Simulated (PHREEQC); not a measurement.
1.5 g of hydrous ferric oxide (600 m²/g; 0.2 weak and 0.005 strong sites per Fe, Dzombak-Morel constants, diffuse double layer) in 1 kg of water with 0.005 mol/kgw of an inert sodium salt and 1.9e-05 mol/kgw ZnSO4, at 25 °C; the pH is set by adding NaOH or the inert anion's acid. Oxygen is held at 0.21 atm. No CO2 enters from the air. Nothing may precipitate in this run.

All values are PHREEQC results (ion-association model, wateq4f.dat), not measurements.

```json
[
 {"pH": "3", "S sorbed (%)": "100.0", "Zn sorbed (%)": "0.0", "surface charge σ (C/m²)": "0.308", "surface potential ψ (mV)": "211"},
 {"pH": "3.38", "S sorbed (%)": "100.0", "Zn sorbed (%)": "0.0", "surface charge σ (C/m²)": "0.264", "surface potential ψ (mV)": "206"},
 {"pH": "3.75", "S sorbed (%)": "100.0", "Zn sorbed (%)": "0.1", "surface charge σ (C/m²)": "0.218", "surface potential ψ (mV)": "198"},
 {"pH": "4.12", "S sorbed (%)": "100.0", "Zn sorbed (%)": "0.3", "surface charge σ (C/m²)": "0.174", "surface potential ψ (mV)": "188"},
 {"pH": "4.5", "S sorbed (%)": "100.0", "Zn sorbed (%)": "1.3", "surface charge σ (C/m²)": "0.134", "surface potential ψ (mV)": "175"},
 {"pH": "4.88", "S sorbed (%)": "100.0", "Zn sorbed (%)": "5.5", "surface charge σ (C/m²)": "0.101", "surface potential ψ (mV)": "161"},
 {"pH": "5.25", "S sorbed (%)": "99.9", "Zn sorbed (%)": "20.1", "surface charge σ (C/m²)": "0.074", "surface potential ψ (mV)": "147"},
 {"pH": "5.62", "S sorbed (%)": "99.7", "Zn sorbed (%)": "51.7", "surface charge σ (C/m²)": "0.054", "surface potential ψ (mV)": "131"},
 {"pH": "6.38", "S sorbed (%)": "95.0", "Zn sorbed (%)": "96.0", "surface charge σ (C/m²)": "0.026", "surface potential ψ (mV)": "94"},
 {"pH": "6.75", "S sorbed (%)": "81.2", "Zn sorbed (%)": "99.2", "surface charge σ (C/m²)": "0.017", "surface potential ψ (mV)": "75"},
 {"pH": "7.12", "S sorbed (%)": "48.3", "Zn sorbed (%)": "99.8", "surface charge σ (C/m²)": "0.011", "surface potential ψ (mV)": "55"},
 {"pH": "7.5", "S sorbed (%)": "15.7", "Zn sorbed (%)": "100.0", "surface charge σ (C/m²)": "0.006", "surface potential ψ (mV)": "35"},
 {"pH": "7.88", "S sorbed (%)": "3.5", "Zn sorbed (%)": "100.0", "surface charge σ (C/m²)": "0.002", "surface potential ψ (mV)": "14"},
 {"pH": "8.25", "S sorbed (%)": "0.7", "Zn sorbed (%)": "100.0", "surface charge σ (C/m²)": "-0.001", "surface potential ψ (mV)": "-7"},
 {"pH": "8.62", "S sorbed (%)": "0.1", "Zn sorbed (%)": "100.0", "surface charge σ (C/m²)": "-0.005", "surface potential ψ (mV)": "-28"},
 {"pH": "9", "S sorbed (%)": "0.0", "Zn sorbed (%)": "100.0", "surface charge σ (C/m²)": "-0.009", "surface potential ψ (mV)": "-49"}
]
```

The oxide is taken as insoluble; below pH 4 it would dissolve.
